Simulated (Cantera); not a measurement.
Feed: 1 mol SiH₄, 0.19 mol NO, equilibrated at 0.870 bar.

Equilibrium computed with Cantera from the NASA thermochemical tables; the gas is ideal and each condensed phase is pure. Candidate condensed phases: H₂O, Si, SiO₂, Si₂N₂O, Si₃N₄; 35 gas species. Mutual solubility and eutectic melting of coexisting phases are not modelled. The tables hold silica as quartz up to 1696 K and as liquid above; real silica turns to tridymite and cristobalite and melts near 1996 K. Gases not in the tables: Si₂H₆ and higher silanes. The numbers say what is thermodynamically allowed, not how fast it happens.

x: gas mole fraction; n: condensed amount in mol.

```csv
T (K),x H₂,x SiO,x N₂,x H,x SiH₂,x Si,x H₂O,n Si(s),n SiO₂(α-quartz),n Si₂N₂O(s),n SiO₂(β-quartz),n Si(l)
600,1.00,<1e-12,<1e-12,<1e-12,<1e-12,<1e-12,<1e-12,0.762,0.0475,0.0950,0,0
800,1.00,<1e-12,<1e-12,3.11e-12,<1e-12,<1e-12,1.98e-12,0.762,0.0475,0.0950,0,0
1000,1.00,[?],<1e-12,[?],[?],<1e-12,[?],0.762,0,0.0950,0.0475,0
1200,1.000,6.16e-7,5.54e-12,2.12e-7,1.19e-8,1.59e-12,5.80e-8,0.762,0,0.0950,0.0475,0
1400,1.000,[?],[?],[?],[?],[?],[?],0.762,0,0.0950,0.0474,0
1600,0.997,0.00327,1.02e-6,5.82e-5,4.99e-6,1.12e-7,8.98e-6,0.759,0,0.0950,0.0442,0
1800,0.954,0.0454,8.41e-5,0.000375,2.86e-5,3.65e-6,4.65e-5,0,0,0.0948,0,0.715
2000,0.916,0.0627,0.0192,0.00167,9.73e-5,5.00e-5,3.45e-5,0,0,0.0531,0,0.757
```

Q: Complete the blanks.

A: 
- 1400, x SiO: 8.43e-5
- 1400, x N₂: 5.73e-9
- 1400, x H: 5.21e-6
- 1400, x SiH₂: 3.77e-7
- 1400, x Si: 9.46e-10
- 1400, x H₂O: 1.05e-6
- 1000, x SiO: 5.98e-10
- 1000, x H: 2.43e-9
- 1000, x SiH₂: 9.37e-11
- 1000, x H₂O: 9.74e-10
